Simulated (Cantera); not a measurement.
Input: 1 mol SiH₂Cl₂, 0.1 mol O₂, 29 mol H₂, at 1100 °C and 4300 Pa.

Equilibrium computed with Cantera from the NASA thermochemical tables; the gas is ideal and each condensed phase is pure. Candidate condensed phases: H₂O, Si, SiO₂; 30 gas species. Mutual solubility and eutectic melting of coexisting phases are not modelled. The tables' values for SiCl₃ are old estimates; treat these amounts as uncertain. The tables hold silica as quartz up to 1696 K and as liquid above; real silica turns to tridymite and cristobalite and melts near 1996 K. Kinetics and transport are ignored.

Base state: H₂ 0.943, HCl 0.0480, SiCl₂ 0.00704, SiO 0.000957, SiCl₃ 0.000441, SiHCl₃ 0.000158, SiCl₄ 0.000128, SiH₂Cl₂ 2.91e-5 (mole fractions); condensed: Si(s) + SiO₂(β-quartz).

Q: What changes in the equilibrium state with this change: pressure from 4300 Pa to 1300 Pa?

A: 
| species | before | after |
|---|---|---|
| H₂ | 0.943 | 0.940 |
| HCl | 0.0480 | 0.0487 |
| SiCl₂ | 0.00704 | 0.00726 |
| SiO | 0.000957 | 0.00316 |
| SiH₂Cl₂ | 2.91e-5 | 9.05e-6 |
| SiHCl₃ | 0.000158 | 5.01e-5 |
| SiCl₄ | 0.000128 | 4.10e-5 |
| H | 1.56e-5 | 2.83e-5 |
| Si(s), mol | 0.643 | 0.614 |
| SiO₂(β-quartz), mol | 0.0852 | 0.0508 |

Q: What changes in the equilibrium state with this change: H₂ from 29 to 7.5 mol?

A: 
```tsv
species	before	after
H₂	0.943	0.848
HCl	0.0480	0.104
SiCl₂	0.00704	0.0366
SiCl₄	0.000128	0.00344
SiCl₃	0.000441	0.00522
Si(s), mol	0.643	0.451
SiO₂(β-quartz), mol	0.0852	0.0955
```
